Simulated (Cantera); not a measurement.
Mixture: CH₄ : O₂ : N₂ = 1 : 2.82 : 10.6 (molar parts), equivalence ratio 0.71, at 1.58 atm, adiabatic and at constant volume. Ignition delay is the time to a rise of 400 K.

Model: GRI-Mech 3.0 (53 species, 325 reactions), integrated in Cantera.

Question: What does this change do: pressure from 1.58 atm to 0.632 atm?

Answer: 
```tsv
quantity	before	after
delay at 1225 K	17.2 ms	37.1 ms
delay at 1325 K	4.72 ms	9.66 ms
delay at 1425 K	1.48 ms	3.00 ms
delay at 1525 K	0.540 ms	1.12 ms
apparent activation energy between 1475 and 1575 K	180 kJ/mol	170 kJ/mol
```
